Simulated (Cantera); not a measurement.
A closed system holds: 1 mol Al, 3.2 mol Cl₂, 2.3 mol H₂, held at 773.15 K and 0.100 bar.

These are equilibrium values from Cantera (NASA tables, ideal gas, pure condensed phases), not measurements of a reactor. Candidate condensed phases: Al, AlCl₃; 12 gas species. Equilibrium is a limit: real reactors are often held back by kinetics, nucleation or transport.

Base state: HCl 0.692, AlCl₃ 0.168, H₂ 0.122, Al₂Cl₆ 0.0176 (mole fractions); condensed: gas only.

Q: What changes in the equilibrium state with this change: temperature from 773.15 K to 1350 K?

A: 
```tsv
species	before	after
HCl	0.692	0.680
AlCl₃	0.168	0.200
H₂	0.122	0.120
Al₂Cl₆	0.0176	1.19e-5
AlCl₂	<1e-9	0.000113
Cl	<1e-9	1.23e-5
```
The tables' values for AlCl₂ are old estimates; treat these amounts as uncertain.
